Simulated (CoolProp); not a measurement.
A single-stage vapour-compression cycle with the fluid: evaporating at 272.15 K (dew point), condensing at 297.15 K (bubble point), superheat 2 K, subcooling 0 K, compressor efficiency 0.75, no pressure losses. The same conditions are run with several fluids, on thermodynamics alone (safety and materials aside).

The numbers come from the reference Helmholtz-energy equation of state of each fluid (n-perfluorobutane: Gao 2022; fluoroethane (R161): Wu 2012; R21: Platzer 1990; isobutane: Bücker 2006; R410A: Lemmon 2003; R22: Kamei 1995) in CoolProp. The equations of Platzer and Polt are older, rougher fits. Blends and air are pseudo-pure fits.

```csv
fluid,cooling COP,pressure ratio,discharge temperature (K),refrigerating effect (kJ/kg),volumetric capacity (kJ/m³)
n-perfluorobutane,6.69,2.45,297.2,70.8,820
fluoroethane (R161),7.26,2.13,…,328,…
R21,7.56,2.59,325.3,220,694
isobutane,7.33,2.25,303.0,300,1220
R410A,6.90,…,316.2,185,…
R22,7.21,2.11,318.8,177,…
```

### Question
Fill in the missing entries.

### Answer

- fluoroethane (R161), discharge temperature (K): 317.7
- fluoroethane (R161), volumetric capacity (kJ/m³): 3220
- R410A, pressure ratio: 2.09
- R410A, volumetric capacity (kJ/m³): 5400
- R22, volumetric capacity (kJ/m³): 3600

The compression ends wet for: n-perfluorobutane.
